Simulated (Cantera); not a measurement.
Feed: 1 mol N₂O, 0.012 mol SO₂, equilibrated at 0.00510 bar.

These are equilibrium values from Cantera (NASA tables, ideal gas, pure condensed phases), not measurements of a reactor. Candidate condensed phases: S; 17 gas species. The numbers say what is thermodynamically allowed, not how fast it happens.

x: gas mole fraction; nothing condenses.

```tsv
T (K)	x N₂	x O₂	x NO	x SO₂	x O
1275	0.661	0.330	0.000385	0.00789	8.99e-7
1375	0.661	0.330	0.000721	0.00791	5.12e-6
1475	0.661	0.330	(withheld)	0.00792	(withheld)
1575	0.660	0.330	(withheld)	0.00793	(withheld)
1675	0.660	0.329	0.00302	0.00793	0.000274
1775	0.659	0.328	0.00436	0.00793	0.000768
1875	0.658	0.326	0.00605	0.00792	0.00192
1975	0.656	0.324	0.00809	0.00789	0.00439
```

Q: Fill in the missing entries.

A: 
- 1475, x NO: 0.00124
- 1475, x O: 2.31e-5
- 1575, x NO: 0.00199
- 1575, x O: 8.61e-5
